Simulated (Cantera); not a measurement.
A freely propagating, adiabatic, planar premixed flame of 4.23 % C3H8, 20.1 % O2, 75.6 % N2, equivalence ratio 1.1, unburnt at 625 K and 5.00 bar; mixture-averaged transport, grid criteria slope 0.08 and curve 0.16, no radiation.

Detailed kinetics in Cantera: GRI-Mech 3.0 (53 species, 325 reactions). GRI-Mech 3.0 was tuned for natural gas; its chemistry of propane as a main component is partial and can be far from experiment. Burning velocities carry a grid error of a few per cent, more on coarse grids.

x: mole fraction of selected species; z is measured from the peak of heat release.

```json
[
 {"z (mm)": "-0.202", "T (K)": "625", "u (m/s)": "1.20", "x C3H8": "0.0423", "x O2": "0.201", "x CH4": "1.15e-6", "x CO2": "3.53e-7", "x OH": "<1e-8", "x CH2O": "3.34e-7"},
 {"z (mm)": "-0.135", "T (K)": "627", "u (m/s)": "1.20", "x C3H8": "0.0422", "x O2": "0.201", "x CH4": "1.13e-5", "x CO2": "5.47e-6", "x OH": "<1e-8", "x CH2O": "4.89e-6"},
 {"z (mm)": "-0.101", "T (K)": "633", "u (m/s)": "1.22", "x C3H8": "0.0421", "x O2": "0.200", "x CH4": "4.80e-5", "x CO2": "3.32e-5", "x OH": "<1e-8", "x CH2O": "2.81e-5"},
 {"z (mm)": "-0.0675", "T (K)": "679", "u (m/s)": "1.31", "x C3H8": "0.0415", "x O2": "0.194", "x CH4": "0.000287", "x CO2": "0.000344", "x OH": "2.94e-7", "x CH2O": "0.000255"},
 {"z (mm)": "-0.0337", "T (K)": "1009", "u (m/s)": "2.00", "x C3H8": "0.0318", "x O2": "0.159", "x CH4": "0.00184", "x CO2": "0.00437", "x OH": "1.92e-5", "x CH2O": "0.00185"},
 {"z (mm)": "-0.0169", "T (K)": "1420", "u (m/s)": "2.91", "x C3H8": "0.0123", "x O2": "0.114", "x CH4": "0.00334", "x CO2": "0.0124", "x OH": "0.000268", "x CH2O": "0.00235"},
 {"z (mm)": "0", "T (K)": "(withheld)", "u (m/s)": "3.85", "x C3H8": "(withheld)", "x O2": "(withheld)", "x CH4": "(withheld)", "x CO2": "(withheld)", "x OH": "(withheld)", "x CH2O": "(withheld)"},
 {"z (mm)": "0.0169", "T (K)": "2042", "u (m/s)": "4.28", "x C3H8": "3.80e-7", "x O2": "0.0360", "x CH4": "0.000331", "x CO2": "0.0433", "x OH": "0.00609", "x CH2O": "0.000122"},
 {"z (mm)": "0.0337", "T (K)": "2119", "u (m/s)": "4.42", "x C3H8": "<1e-8", "x O2": "0.0244", "x CH4": "2.30e-5", "x CO2": "0.0567", "x OH": "0.00841", "x CH2O": "9.96e-6"},
 {"z (mm)": "0.0675", "T (K)": "2203", "u (m/s)": "4.56", "x C3H8": "<1e-8", "x O2": "0.0171", "x CH4": "1.12e-7", "x CO2": "0.0708", "x OH": "0.00922", "x CH2O": "5.12e-8"},
 {"z (mm)": "0.135", "T (K)": "2295", "u (m/s)": "4.72", "x C3H8": "<1e-8", "x O2": "0.0127", "x CH4": "<1e-8", "x CO2": "0.0797", "x OH": "0.00856", "x CH2O": "<1e-8"},
 {"z (mm)": "0.270", "T (K)": "2380", "u (m/s)": "4.87", "x C3H8": "<1e-8", "x O2": "0.00915", "x CH4": "<1e-8", "x CO2": "0.0853", "x OH": "0.00719", "x CH2O": "<1e-8"},
 {"z (mm)": "0.540", "T (K)": "2443", "u (m/s)": "4.97", "x C3H8": "<1e-8", "x O2": "(withheld)", "x CH4": "<1e-8", "x CO2": "0.0900", "x OH": "(withheld)", "x CH2O": "<1e-8"}
]
```

Q: Complete the blanks.

A: 
- 0, T (K): 1838
- 0, x C3H8: 0.000405
- 0, x O2: 0.0648
- 0, x CH4: 0.00216
- 0, x CO2: 0.0267
- 0, x OH: 0.00223
- 0, x CH2O: 0.000859
- 0.540, x O2: 0.00636
- 0.540, x OH: 0.00579
